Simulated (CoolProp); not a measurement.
R1132(E) at 298.15 K and 0.376 MPa is throttled through a valve to 0.111 MPa with no heat exchange. Each further row changes one setting.

Model: reference Helmholtz-energy equation of state, Akasaka 2024, in CoolProp.

```
case                        temperature change (K)  final density (kg/m³)
--------------------------  ----------------------  ---------------------
as stated                                     -4.4                   2.95
outlet pressure 0.0333 MPa                    -5.7                  0.880
outlet pressure 0.144 MPa                     -3.8                   3.83
```
